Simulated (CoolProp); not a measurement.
The numbers come from the reference Helmholtz-energy equation of state, Thol 2017 in CoolProp.

**Question.** Give the vapour pressure (MPa), vapour Z, surface tension (mN/m) of saturated octamethyltrisiloxane (MDM) at 199.05, 255.45, 277.95 °C.

**Answer.** 
```tsv
T (°C)	p (MPa)	vapour Z	surface tension (mN/m)
199.05	0.296	0.839	3.50
255.45	0.817	0.647	0.868
277.95	1.16	0.505	0.199
```

Surface tension comes from a separate correlation (Mulero 2014), older than this fluid's equation and unchecked against measurements.
